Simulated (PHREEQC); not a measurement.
Make-up at 20 °C: 0.0065 mol/kgw HNO3 and 0.00425 mol/kgw Fe(NO3)3. Closed to the air; pH follows from the charge balance.

All values are PHREEQC results (ion-association model, phreeqc.dat), not measurements.

This is a speciation only: nothing precipitates in the calculation.

Q: Order these Fe species by the share of Fe that they hold, largest first: Fe+3, Fe2(OH)2+4, Fe(OH)2+, Fe3(OH)4+5, FeOH+2.

A: Fe+3 (66 %), FeOH+2 (26 %), Fe2(OH)2+4 (7.0 %), Fe(OH)2+ (0.63 %), Fe3(OH)4+5 (0.34 %)

The pH is 2.16 and the ionic strength 0.0297 mol/kgw. Examples of supersaturated solids here: Hematite (slow to form), Goethite (slow to form). Others may be too.
